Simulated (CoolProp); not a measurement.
Properties of p-xylene along the isotherm 620 K (Tc = 616.2 K, pc = 3.532 MPa, ω = 0.324).

Model: reference Helmholtz-energy equation of state, Zhou 2012, in CoolProp.

```csv
p (MPa),phase,cp (kJ/(kg K)),speed of sound (m/s),isothermal compressibility (1/MPa),expansivity (1/kK),conductivity (mW/(m K))
1.1,gas,2.344,198.4,1.046,2.465,45.0
2.21,gas,…,165.6,0.6647,4.601,47.6
3.31,gas,3.903,116.4,0.8935,17.18,59.0
4.41,supercritical,3.930,174.0,…,11.86,77.6
5.52,supercritical,3.314,238.0,0.05370,6.365,…
6.62,supercritical,3.115,281.7,0.03459,4.719,80.1
7.73,supercritical,3.007,316.9,0.02563,3.870,81.2
8.83,supercritical,2.939,346.5,0.02048,…,82.1
9.93,supercritical,2.890,372.6,0.01710,2.982,83.0
11,supercritical,2.854,395.5,0.01476,2.718,83.8
12.1,supercritical,2.825,417.0,0.01295,2.506,84.5
13.2,supercritical,2.801,436.9,0.01156,2.336,85.3
14.3,supercritical,2.781,455.5,0.01044,2.195,85.9
15.5,supercritical,…,474.5,0.009451,2.066,86.7
16.6,supercritical,2.748,490.9,0.008700,1.965,87.3
17.7,supercritical,2.735,506.5,0.008064,1.877,87.9
```

Some entries are withheld; supply them.


- 2.21, cp (kJ/(kg K)): 2.580
- 4.41, isothermal compressibility (1/MPa): 0.1284
- 5.52, conductivity (mW/(m K)): 78.9
- 8.83, expansivity (1/kK): 3.346
- 15.5, cp (kJ/(kg K)): 2.762

The peak of cp marks the crossing from liquid-like to gas-like fluid above the critical point.

Thermal conductivity comes from a separate model (Mylona 2014).
